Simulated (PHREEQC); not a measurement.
0.11 g of hydrous ferric oxide (600 m²/g; 0.2 weak and 0.005 strong sites per Fe, Dzombak-Morel constants, diffuse double layer) in 1 kg of water with 0.05 mol/kgw of an inert sodium salt and 0.011 mmol/kgw MnCl2, at 25 °C; the pH is set by adding NaOH or the inert anion's acid. No oxygen is let in. The system is closed to CO2. No solid was allowed to form.

Base run: PHREEQC, ion-association model, wateq4f.dat. Each further column changes one thing. The table gives surface charge σ (C/m²).

| pH | base | background salt from 0.05 to 0.005 mol/kgw | oxide from 0.11 to 0.55 g/kgw | 0.00074 mol/kgw H3BO3 added |
|---|---|---|---|---|
| 4 | 0.294 | 0.183 | 0.294 | 0.294 |
| 4.67 | 0.218 | ? | 0.219 | 0.218 |
| 5.33 | 0.146 | 0.069 | 0.146 | 0.146 |
| 6 | 0.089 | 0.038 | 0.089 | 0.089 |
| 6.67 | 0.049 | 0.019 | 0.049 | 0.049 |
| 7.33 | 0.024 | 0.009 | 0.023 | 0.024 |
| 8 | 0.005 | ? | ? | 0.005 |
| 8.67 | -0.013 | ? | -0.015 | -0.013 |
| 9.33 | -0.035 | -0.013 | -0.038 | -0.035 |
| 10 | -0.068 | -0.028 | -0.073 | -0.069 |
| 10.67 | -0.117 | -0.055 | ? | -0.118 |
| 11.33 | -0.183 | -0.104 | -0.193 | -0.184 |
| 12 | -0.262 | ? | -0.277 | -0.262 |

### Question
What belongs in the gaps?

### Answer

- 4.67, background salt from 0.05 to 0.005 mol/kgw: 0.116
- 8, background salt from 0.05 to 0.005 mol/kgw: 0.002
- 8, oxide from 0.11 to 0.55 g/kgw: 0.003
- 8.67, background salt from 0.05 to 0.005 mol/kgw: -0.005
- 10.67, oxide from 0.11 to 0.55 g/kgw: -0.124
- 12, background salt from 0.05 to 0.005 mol/kgw: -0.201
